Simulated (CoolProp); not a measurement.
m-xylene along the isobar 10.7 MPa: fugacity coefficient from the reference equation and from simpler models built on Tc = 616.9 K, pc = 3.535 MPa, ω = 0.326; each cubic takes its own stable root.

Values from CoolProp's reference Helmholtz-energy equation of state, Zhou 2012.

```tsv
T (K)	phase	reference	Redlich-Kwong	Soave-Redlich-Kwong
377.6	liquid	0.005214	[?]	0.005479
404.6	liquid	0.01145	0.02570	0.01215
431.5	liquid	0.02216	0.04324	0.02373
458.4	liquid	0.03885	0.06704	0.04191
485.3	liquid	0.06274	[?]	0.06808
512.3	liquid	0.09475	[?]	[?]
539.2	liquid	[?]	0.1757	0.1475
566.1	liquid	0.1825	[?]	[?]
593.1	liquid	0.2369	0.2720	[?]
620	supercritical	0.2957	0.3238	0.3255
```

**Question.** Fill in the missing entries.

**Answer.** 
- 377.6, Redlich-Kwong: 0.01375
- 485.3, Redlich-Kwong: 0.09726
- 512.3, Redlich-Kwong: 0.1338
- 512.3, Soave-Redlich-Kwong: 0.1033
- 539.2, reference: 0.1348
- 566.1, Redlich-Kwong: 0.2221
- 566.1, Soave-Redlich-Kwong: 0.2002
- 593.1, Soave-Redlich-Kwong: 0.2604
